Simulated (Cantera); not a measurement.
A closed system holds: 1 mol CHF₃, at 128 Torr.

These are equilibrium values from Cantera (NASA tables, ideal gas, pure condensed phases), not measurements of a reactor. Candidate condensed phases: C, C₆H₆, C₇H₈, C₈H₁₈; 95 gas species. The tables' values for C₂F₄ are old estimates; treat these amounts as uncertain. Gases not in the tables: C₂F₆ and larger saturated fluorocarbons. Kinetics and transport are ignored.

log p: log10 of the partial pressure in bar; n: condensed amount in mol.

```json
[
 {"T (K)": "1725", "log p HF": "-0.95", "log p F": "-4.58", "log p CF₄": "-1.25", "log p CF₂": "-3.73", "log p CF": "-7.60", "log p C₃": "<-12", "log p CF₃": "-4.41", "n C(graphite)": "0.499"},
 {"T (K)": "1925", "log p HF": "-0.95", "log p F": "-3.58", "log p CF₄": "-1.26", "log p CF₂": "-2.86", "log p CF": "-6.08", "log p C₃": "-11.39", "log p CF₃": "-3.71", "n C(graphite)": "0.494"},
 {"T (K)": "2125", "log p HF": "-0.96", "log p F": "-2.78", "log p CF₄": "-1.29", "log p CF₂": "-2.18", "log p CF": "-4.87", "log p C₃": "-9.30", "log p CF₃": "-3.16", "n C(graphite)": "0.472"},
 {"T (K)": "2325", "log p HF": "-0.99", "log p F": "-2.15", "log p CF₄": "-1.43", "log p CF₂": "-1.67", "log p CF": "-3.89", "log p C₃": "-7.58", "log p CF₃": "-2.79", "n C(graphite)": "[?]"},
 {"T (K)": "2525", "log p HF": "-1.06", "log p F": "-1.68", "log p CF₄": "-1.81", "log p CF₂": "-1.37", "log p CF": "-3.13", "log p C₃": "-6.14", "log p CF₃": "-2.68", "n C(graphite)": "0.306"},
 {"T (K)": "2725", "log p HF": "-1.12", "log p F": "-1.38", "log p CF₄": "-2.55", "log p CF₂": "-1.34", "log p CF": "-2.59", "log p C₃": "-4.91", "log p CF₃": "-2.90", "n C(graphite)": "0.302"},
 {"T (K)": "2925", "log p HF": "-1.17", "log p F": "-1.21", "log p CF₄": "-3.54", "log p CF₂": "-1.48", "log p CF": "-2.22", "log p C₃": "-3.86", "log p CF₃": "-3.35", "n C(graphite)": "[?]"},
 {"T (K)": "3125", "log p HF": "-1.21", "log p F": "-1.12", "log p CF₄": "-4.63", "log p CF₂": "-1.72", "log p CF": "-1.95", "log p C₃": "-2.95", "log p CF₃": "-3.92", "n C(graphite)": "[?]"},
 {"T (K)": "3325", "log p HF": "-1.26", "log p F": "-1.10", "log p CF₄": "-5.83", "log p CF₂": "-2.05", "log p CF": "-1.78", "log p C₃": "-2.15", "log p CF₃": "-4.60", "n C(graphite)": "[?]"}
]
```

Q: Some entries are withheld; supply them.

A: 
- 2325, n C(graphite): 0.407
- 2925, n C(graphite): 0.405
- 3125, n C(graphite): 0.450
- 3325, n C(graphite): 0.0950
